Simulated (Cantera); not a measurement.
An isothermal, constant-pressure homogeneous reactor starts with 8.44 % CH₄, 89.8 % H₂, 1.80 % H, at 1475 K and 0.133 bar.

Cantera simulation using GRI-Mech 3.0 (53 species, 325 reactions); the numbers are that mechanism's predictions, not measurements. GRI-Mech 3.0 stops at C3 and has no aromatics, soot or wall deposition, so with more carbon than oxygen in the feed, carbon stays in small species such as C2H2 where larger ones or solid carbon would form.

x: mole fraction; the columns are a selection and need not sum to one.

| t (s) | x CH₄ | x H₂ | x H | x C₂H₂ | x CH₂ | x C₂H₆ |
|---|---|---|---|---|---|---|
| 3.00e-5 | 0.0759 | 0.913 | 0.00343 | 1.85e-5 | 4.89e-6 | 0.00106 |
| 6.63e-5 | 0.0778 | 0.915 | [?] | [?] | [?] | 0.00105 |
| 0.000147 | 0.0793 | 0.916 | 0.00109 | 0.000114 | 1.01e-6 | 0.000757 |
| 0.000324 | 0.0802 | 0.916 | [?] | [?] | [?] | [?] |
| 0.000717 | 0.0805 | 0.917 | 0.000267 | 0.000340 | 9.18e-8 | 0.000231 |
| 0.00158 | 0.0806 | 0.917 | 0.000132 | 0.000487 | 2.44e-8 | 0.000108 |
| 0.00350 | 0.0806 | 0.917 | 6.85e-5 | 0.000651 | 6.90e-9 | 4.54e-5 |
| 0.00775 | 0.0806 | 0.917 | 4.00e-5 | 0.000841 | 2.40e-9 | 1.79e-5 |
| 0.0171 | 0.0805 | 0.917 | 2.93e-5 | 0.00109 | 1.30e-9 | 9.13e-6 |
| 0.0379 | 0.0804 | 0.917 | 2.75e-5 | 0.00144 | 1.15e-9 | 7.62e-6 |
| 0.0837 | 0.0802 | 0.917 | 2.74e-5 | 0.00187 | 1.14e-9 | 7.31e-6 |
| 0.185 | 0.0797 | 0.918 | 2.75e-5 | 0.00227 | 1.13e-9 | 7.11e-6 |
| 0.409 | 0.0786 | 0.918 | 2.75e-5 | 0.00276 | 1.12e-9 | 6.94e-6 |
| 0.905 | 0.0764 | 0.920 | 2.77e-5 | 0.00376 | 1.10e-9 | 6.63e-6 |
| 2.00 | 0.0718 | 0.922 | 2.81e-5 | 0.00579 | 1.06e-9 | 6.02e-6 |

Task: Complete the blanks.

Result: 
- 6.63e-5, x H: 0.00204
- 6.63e-5, x C₂H₂: 5.04e-5
- 6.63e-5, x CH₂: 2.52e-6
- 0.000324, x H: 0.000548
- 0.000324, x C₂H₂: 0.000213
- 0.000324, x CH₂: 3.29e-7
- 0.000324, x C₂H₆: 0.000444
